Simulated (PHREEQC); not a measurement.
Consider water at 25 °C with 1.8 mol CaCl2 and 0.52 mol MgCl2 per kg of water. Closed to the air; pH follows from the charge balance.

Computed with PHREEQC (Pitzer model, pitzer.dat).

Q: The ionic strength comes out as 6.96 mol/kgw. What activity coefficients do Ca+2, Mg+2, Cl- get?

A: Ca+2 2.4, Mg+2 3.6, Cl- 0.64. Single-ion values are on the MacInnes scale.

Precipitation was switched off in this run.
